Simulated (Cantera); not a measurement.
A perfectly stirred reactor is fed with CO : O2 : H2O : N2 = 0.0043 : 0.0068 : 0.002 : 1 (molar parts), at 6380 Torr; it is held at 1425 K, and followed from long to short residence time.

Computed with Cantera and GRI-Mech 3.0 (53 species, 325 reactions).

Problem. Predict: x(CO) at τ = 0.880 s; x(O2) at τ = 0.880 s; x(H2O) at τ = 0.880 s; x(NO) at τ = 0.880 s; x(OH) at τ = 0.880 s; x(CO) at τ = 20.0 ms; x(O2) at τ = 20.0 ms; x(H2O) at τ = 20.0 ms; x(NO) at τ = 20.0 ms; x(OH) at τ = 20.0 ms.

Solution. 
```
Quantity                  Value
---------------------  --------
x(CO) at τ = 0.880 s    3.07e-5
x(O2) at τ = 0.880 s    0.00461
x(H2O) at τ = 0.880 s   0.00197
x(NO) at τ = 0.880 s    1.18e-6
x(OH) at τ = 0.880 s    6.59e-6
x(CO) at τ = 20.0 ms   0.000475
x(O2) at τ = 20.0 ms    0.00483
x(H2O) at τ = 20.0 ms   0.00196
x(NO) at τ = 20.0 ms    1.16e-6
x(OH) at τ = 20.0 ms    1.62e-5
```
